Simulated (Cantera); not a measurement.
Charge: 1 mol toluene, 2 mol H2, 0.22 mol H2O, at 1552 °C and 10.0 mbar.

Method: chemical equilibrium by Gibbs-energy minimisation in Cantera with the NASA 1993 tables (ideal gas, pure condensed phases). Candidate condensed phases: C, C6H6, C7H8, C8H18, H2O; 110 gas species. Equilibrium is a limit: real reactors are often held back by kinetics, nucleation or transport.

Base state: H2 0.961, CO 0.0341, H 0.00432, C2H2 (acetylene) 0.000206 (mole fractions); condensed: C(graphite).

Problem. What changes in the equilibrium state with this change: pressure from 10.0 mbar to 67.0 Pa?

Solution. 
```tsv
species	before	after
H2	0.961	0.949
CO	0.0341	0.0339
H	0.00432	0.0166
C2H2 (acetylene)	0.000206	0.000204
C(graphite), mol	6.78	6.78
```
